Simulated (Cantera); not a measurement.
A perfectly stirred reactor is fed with H2 : O2 : N2 = 1 : 0.333 : 1.5 (molar parts), equivalence ratio 1.5, at 255 Torr; it is adiabatic with a 523 K inlet, and is followed from long to short residence time, starting on the burning branch (τ in s: 0.046, 0.017, 0.0062, 0.0023, 0.00083, 0.0003, 0.00011, 4.1e-05, 1.5e-05, 5.5e-06).

Detailed kinetics in Cantera: GRI-Mech 3.0 (53 species, 325 reactions).

**Question.** What does this change do: pressure from 255 Torr to 3150 Torr?

**Answer.** 
| quantity | before | after |
|---|---|---|
| blow-out, bracketed by the residence times tried | burning at 0.110 ms, out at 41.0 µs | burning at 5.50 µs, the shortest tried |
| x(H2) at τ = 46.0 ms | 0.128 | 0.133 |
| x(O2) at τ = 46.0 ms | 0.000289 | 2.35e-5 |
| x(NO) at τ = 46.0 ms | 0.000111 | 4.36e-5 |
| x(H) at τ = 46.0 ms | 0.0141 | 0.00197 |
| x(H2O) at τ = 46.0 ms | 0.259 | 0.265 |
| x(H2) at τ = 0.300 ms | 0.106 | 0.129 |
| x(O2) at τ = 0.300 ms | 0.00754 | 0.000688 |
| x(NO) at τ = 0.300 ms | 1.47e-5 | 3.36e-5 |
| x(H) at τ = 0.300 ms | 0.0866 | 0.0135 |
| x(H2O) at τ = 0.300 ms | 0.224 | 0.259 |
The hydrogen kinetics of GRI-Mech 3.0 are dated; newer H2 mechanisms differ, most at raised pressure.

**Question.** What does this change do: H2 1 to 1.5 parts?

**Answer.** 
```csv
quantity,before,after
"blow-out, bracketed by the residence times tried","burning at 0.110 ms, out at 41.0 µs","burning at 0.110 ms, out at 41.0 µs"
x(H2) at τ = 46.0 ms,0.128,0.269
x(O2) at τ = 46.0 ms,0.000289,5.35e-5
x(NO) at τ = 46.0 ms,0.000111,5.87e-6
x(H) at τ = 46.0 ms,0.0141,0.0151
x(H2O) at τ = 46.0 ms,0.259,0.219
x(H2) at τ = 0.300 ms,0.106,0.228
x(O2) at τ = 0.300 ms,0.00754,0.00306
x(NO) at τ = 0.300 ms,1.47e-5,2.39e-6
x(H) at τ = 0.300 ms,0.0866,0.0891
x(H2O) at τ = 0.300 ms,0.224,0.202
```

**Question.** What does this change do: H2 1 to 0.63 parts?

**Answer.** 
| quantity | before | after |
|---|---|---|
| blow-out, bracketed by the residence times tried | burning at 0.110 ms, out at 41.0 µs | burning at 0.110 ms, out at 41.0 µs |
| x(H2) at τ = 46.0 ms | 0.128 | 0.0151 |
| x(O2) at τ = 46.0 ms | 0.000289 | 0.0129 |
| x(NO) at τ = 46.0 ms | 0.000111 | 0.000959 |
| x(H) at τ = 46.0 ms | 0.0141 | 0.00375 |
| x(H2O) at τ = 46.0 ms | 0.259 | 0.267 |
| x(H2) at τ = 0.300 ms | 0.106 | 0.0409 |
| x(O2) at τ = 0.300 ms | 0.00754 | 0.0331 |
| x(NO) at τ = 0.300 ms | 1.47e-5 | 2.36e-5 |
| x(H) at τ = 0.300 ms | 0.0866 | 0.0525 |
| x(H2O) at τ = 0.300 ms | 0.224 | 0.201 |
